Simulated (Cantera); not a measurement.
A closed system holds: 1 mol Hg, 0.44 mol N2, equilibrated at 33.8 Torr.

Cantera equilibrium calculation (NASA polynomials, part measured and part estimated; ideal gas, pure solids and liquids). Candidate condensed phases: Hg; 3 gas species. Rates play no part.

Task: Which condensed phases are stable at each of these points (T (°C)): 202, 252, 302, 352, 402, 452, 502, 552, 602, 652?

Result: 
| T (°C) | condensed phases | Hg condensed (%) |
|---|---|---|
| 202 | Hg(l) | 48.5 |
| 252 | gas only | 0.0 |
| 302 | gas only | 0.0 |
| 352 | gas only | 0.0 |
| 402 | gas only | 0.0 |
| 452 | gas only | 0.0 |
| 502 | gas only | 0.0 |
| 552 | gas only | 0.0 |
| 602 | gas only | 0.0 |
| 652 | gas only | 0.0 |

At 202 °C the condensed part is Hg(l). From 252 °C to 652 °C nothing is condensed.
